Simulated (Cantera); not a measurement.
A freely propagating, adiabatic, planar premixed flame of 51.0 % H2, 9.79 % O2, 39.2 % N2, unburnt at 425 K and 0.0987 atm; mixture-averaged transport, grid criteria slope 0.08 and curve 0.16, no radiation.

Model: the H2/O2 subset of GRI-Mech 3.0, which has no nitrogen chemistry, integrated in Cantera. Burning velocities carry a grid error of a few per cent, more on coarse grids.

**Question.** Predict: laminar burning velocity; thermal thickness; peak x(O); peak x(H); peak x(OH); peak x(H2O2).

**Answer.** 
* **laminar burning velocity**: 332 cm/s
* **thermal thickness**: 8.59 mm
* **peak x(O)**: 0.00228
* **peak x(H)**: 0.102
* **peak x(OH)**: 0.00142
* **peak x(H2O2)**: 4.40e-6
